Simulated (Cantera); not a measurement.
A closed system holds: 1 mol Si, 3.7 mol HF, held at 350 °C and 0.0285 Torr.

These are equilibrium values from Cantera (NASA tables, ideal gas, pure condensed phases), not measurements of a reactor. Candidate condensed phases: Si; 25 gas species. Rates play no part.

Base state: H₂ 0.666, SiF₄ 0.332, SiHF₃ 0.00166 (mole fractions); condensed: Si(s).

### Question
What changes in the equilibrium state with this change: HF from 3.7 to 5.1 mol?

### Answer
| species | before | after |
|---|---|---|
| H₂ | 0.666 | 0.488 |
| HF | 1.30e-8 | 0.268 |
| SiF₄ | 0.332 | 0.244 |
| SiHF₃ | 0.00166 | <1e-9 |
| Si(s), mol | 0.0738 | 0 |
